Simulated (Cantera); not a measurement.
An isothermal, constant-pressure homogeneous reactor starts with NO : N2 = 1 : 7.1 (molar parts), at 1798 K and 100000 Pa.

Model: GRI-Mech 3.0 (53 species, 325 reactions), integrated in Cantera.

Task: Predict: x(NO) at 100 s; x(N2) at 100 s; x(O) at 100 s; x(NO2) at 100 s; x(O2) at 100 s; x(N2O) at 100 s.

Result: 
```json
{
 "x(NO) at 100 s": "0.00581 (gas-phase equilibrium 0.00243)",
 "x(N2) at 100 s": "0.935 (gas-phase equilibrium 0.937)",
 "x(O) at 100 s": "2.91e-5 (gas-phase equilibrium 2.95e-5)",
 "x(NO2) at 100 s": "7.74e-6 (gas-phase equilibrium 3.27e-6)",
 "x(O2) at 100 s": "0.0588 (gas-phase equilibrium 0.0605)",
 "x(N2O) at 100 s": "1.61e-7 (gas-phase equilibrium 1.52e-7)"
}
```
